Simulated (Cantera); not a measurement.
## Low-pressure radical oxidation in H2/O2

An isothermal, constant-pressure homogeneous reactor starts with 8.47 % H2, 91.5 % O2, equivalence ratio 0.046, at 1125 K and 0.0120 bar.

Detailed kinetics in Cantera: the H2/O2 subset of GRI-Mech 3.0, which has no nitrogen chemistry. Radical loss at walls, strong at low pressure, is not modelled. The temperature is held fixed by assumption; the heat of reaction is taken as removed at once.

```tsv
t (s)	x H2	x O2	x OH	x O	x H2O2	x HO2	x H2O
8.00e-5	0.0847	0.915	3.48e-10	4.49e-10	<1e-12	1.13e-9	2.14e-10
0.000366	0.0847	0.915	6.08e-9	1.03e-8	2.91e-12	5.21e-9	1.42e-8
0.00167	0.0845	0.915	3.12e-5	5.50e-5	2.46e-10	3.78e-7	9.92e-5
0.00765	0.00189	0.868	0.00380	0.0369	1.26e-7	5.66e-6	0.0737
0.0350	0.000679	0.897	0.00228	0.0124	1.49e-7	4.76e-6	0.0842
0.160	5.38e-5	0.910	0.000641	0.000972	1.02e-7	1.63e-6	0.0879
0.732	3.06e-6	0.911	0.000156	5.70e-5	3.05e-8	2.11e-7	0.0883
3.35	2.89e-7	0.912	4.87e-5	5.55e-6	6.96e-9	2.67e-8	0.0884
15.3	4.16e-8	0.912	1.86e-5	8.13e-7	1.53e-9	5.34e-9	0.0884
70.0	7.67e-9	0.912	8.03e-6	1.51e-7	3.48e-10	3.41e-9	0.0884
```
x: mole fraction; the columns are a selection and need not sum to one.

Equilibrium at this temperature and pressure: H2 2.05e-9, O2 0.912, OH 4.15e-6, O 4.05e-8, H2O2 1.08e-10, HO2 5.16e-9, H2O 0.0884 (gas phase only).
